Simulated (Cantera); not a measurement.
An isothermal, constant-pressure homogeneous reactor starts with H2 : O2 : N2 : H2O = 0.35 : 1 : 0.48 : 0.01 (molar parts), at 1125 K and 2000 Pa.

Cantera simulation using GRI-Mech 3.0 (53 species, 325 reactions); the numbers are that mechanism's predictions, not measurements. Radical loss at walls, strong at low pressure, is not modelled. The temperature is held fixed by assumption; the heat of reaction is taken as removed at once.

x: mole fraction; the columns are a selection and need not sum to one.

```json
[
 {"t (s)": "0.000200", "x H2": "0.190", "x O2": "0.543", "x NO": "<1e-12", "x O": "7.34e-9", "x N2O": "<1e-12"},
 {"t (s)": "0.000557", "x H2": "0.190", "x O2": "0.543", "x NO": "<1e-12", "x O": "6.90e-7", "x N2O": "<1e-12"},
 {"t (s)": "0.00155", "x H2": "0.0720", "x O2": "0.485", "x NO": "1.79e-8", "x O": "0.0250", "x N2O": "1.76e-10"},
 {"t (s)": "0.00431", "x H2": "0.00803", "x O2": "0.465", "x NO": "8.91e-7", "x O": "0.0340", "x N2O": "2.28e-9"},
 {"t (s)": "0.0120", "x H2": "0.00259", "x O2": "0.487", "x NO": "1.39e-6", "x O": "0.00980", "x N2O": "3.89e-9"},
 {"t (s)": "0.0334", "x H2": "(withheld)", "x O2": "0.494", "x NO": "1.43e-6", "x O": "(withheld)", "x N2O": "(withheld)"},
 {"t (s)": "0.0928", "x H2": "3.02e-5", "x O2": "0.495", "x NO": "1.43e-6", "x O": "0.000113", "x N2O": "6.73e-9"},
 {"t (s)": "0.258", "x H2": "4.69e-6", "x O2": "0.495", "x NO": "1.43e-6", "x O": "1.87e-5", "x N2O": "7.10e-9"},
 {"t (s)": "0.719", "x H2": "(withheld)", "x O2": "0.495", "x NO": "1.43e-6", "x O": "(withheld)", "x N2O": "7.29e-9"},
 {"t (s)": "2.00", "x H2": "2.79e-7", "x O2": "0.495", "x NO": "1.43e-6", "x O": "1.20e-6", "x N2O": "7.40e-9"}
]
```

Problem. Some entries are withheld; supply them.

Solution. 
- 0.0334, x H2: 0.000293
- 0.0334, x O: 0.00107
- 0.0334, x N2O: 5.82e-9
- 0.719, x H2: 1.03e-6
- 0.719, x O: 4.31e-6
